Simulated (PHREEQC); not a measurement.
# City or well water

A made-up water analysis in mg/kgw, 30 °C, pH 6.79, pe 2.7: Na 115; K 56.1; Ca 31.8; Mg 15.9; Cl 108; S(6) as SO4 92.2; Alkalinity as HCO3 263; Zn 11.3; F 0.246.

Cl is adjusted to close the charge balance.
Valence states are taken as typed.

Computed with PHREEQC (ion-association model, phreeqc.dat).

Precipitation was switched off in this run.

What specific conductance does the model give?

specific conductance 1110 µS/cm.

In which forms is Ca present?

Ca+2 91 %, CaSO4 5.8 %, CaHCO3+ 3.4 % of the Ca.

Species that the database lacks are ignored. The database's zinc carbonate complexes are estimates, stronger than later reviews accept.
